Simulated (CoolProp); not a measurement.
Vapour-liquid equilibrium of benzene (1) + n-heptane (2) at 339.8 K; x and y are mole fractions of (1).

Values from CoolProp's multi-fluid Helmholtz-energy mixture model, Thol 2012 and Span 2003; pair parameters Bell 2016.

```csv
x,"bubble pressure, mixture model (kPa)","bubble pressure, Raoult's law (kPa)","y, mixture model","y, Raoult's law"
0.05,38.48,37.41,0.112,0.088
0.125,42.24,39.65,0.252,0.207
0.2,___,41.88,0.365,0.314
0.275,49.06,44.12,0.457,0.410
0.35,___,46.36,0.534,0.496
0.425,54.64,48.60,0.599,0.575
0.5,56.95,50.83,0.656,0.647
0.575,___,53.07,0.707,0.712
0.65,60.74,55.31,0.754,0.773
0.725,62.27,57.55,0.801,0.828
0.8,63.57,59.78,0.848,0.880
0.875,___,62.02,0.899,0.928
0.95,65.42,64.26,0.956,0.972
```

Problem. Some entries are withheld; supply them.

Solution. 
- 0.2, bubble pressure, mixture model (kPa): 45.79
- 0.35, bubble pressure, mixture model (kPa): 52.01
- 0.575, bubble pressure, mixture model (kPa): 58.97
- 0.875, bubble pressure, mixture model (kPa): 64.64

The largest gap from Raoult's law is +12.4 % in bubble pressure, at x = 0.425. No azeotrope shows between x = 0.05 and 0.95.

The pair parameters rest on a limited set of measurements; away from them the model extrapolates.
